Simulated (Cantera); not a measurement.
Input: 1 mol Si, 0.35 mol N2O, 82 mol N2, equilibrated at 0.100 bar.

Equilibrium computed with Cantera from the NASA thermochemical tables; the gas is ideal and each condensed phase is pure. Candidate condensed phases: Si, SiO2, Si2N2O, Si3N4; 16 gas species. Mutual solubility and eutectic melting of coexisting phases are not modelled. The tables' values for SiN are old estimates; treat these amounts as uncertain. Rates play no part.

log p: log10 of the partial pressure in bar; n: condensed amount in mol.

```
T (K)  log p N2  log p SiO  log p Si  log p Si2N  log p SiN  log p Si2  n Si2N2O(s)  n Si3N4(s)  n Si(l)
-----  --------  ---------  --------  ----------  ---------  ---------  -----------  ----------  -------
1275      -1.00     -10.73      <-13        <-13       <-13       <-13        0.350       0.100        0
1375      -1.00      -9.00       [?]        <-13     -12.52       <-13        0.350       0.100        0
1475      -1.00      -7.51       [?]        <-13     -10.95       <-13        0.350       0.100        0
1575      -1.00      -6.21       [?]      -11.17      -9.57       <-13        0.350       0.100        0
1675      -1.00      -5.08       [?]       -9.44      -8.37     -11.42        0.343       0.102        0
1775      -1.00      -4.07       [?]       -7.91      -7.30      -9.56        0.280       0.123        0
1875      -1.00      -3.37       [?]       -6.54      -6.35      -7.89            0       0.215        0
1975      -1.00      -3.37       [?]       -5.42      -5.55      -6.50            0           0    0.614
```

**Question.** What belongs in the gaps?

**Answer.** 
- 1375, log p Si: -12.38
- 1475, log p Si: -10.60
- 1575, log p Si: -9.05
- 1675, log p Si: -7.69
- 1775, log p Si: -6.48
- 1875, log p Si: -5.41
- 1975, log p Si: -4.49
